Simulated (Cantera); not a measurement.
# Moist CO burnout

An isothermal, constant-pressure homogeneous reactor starts with CO : O2 : H2O : N2 = 0.0014 : 0.028 : 0.0087 : 1 (molar parts), equivalence ratio 0.025, at 1398 K and 0.217 atm.

Computed with Cantera and GRI-Mech 3.0 (53 species, 325 reactions).

```csv
t (s),x CO,x O2,x H2O,x H2,x NO2
9.00e-5,0.00135,0.0270,0.00838,<1e-12,<1e-12
0.000418,0.00135,0.0270,0.00838,8.76e-12,<1e-12
0.00194,0.00135,0.0270,0.00838,5.73e-10,<1e-12
0.00900,0.00134,0.0270,0.00838,4.34e-7,<1e-12
0.0418,3.89e-5,0.0262,0.00827,2.39e-5,4.27e-11
0.194,6.96e-7,0.0263,0.00837,1.16e-6,1.63e-10
0.900,5.86e-8,0.0263,0.00838,1.42e-7,1.38e-10
4.18,1.80e-8,0.0263,0.00838,5.11e-8,1.42e-10
19.4,1.69e-8,0.0263,0.00838,4.86e-8,1.48e-10
90.0,1.69e-8,0.0263,0.00838,4.86e-8,1.72e-10
```
x: mole fraction; the columns are a selection and need not sum to one.

Equilibrium at this temperature and pressure: CO 1.70e-8, O2 0.0262, H2O 0.00838, H2 4.87e-8, NO2 3.47e-7 (gas phase only).
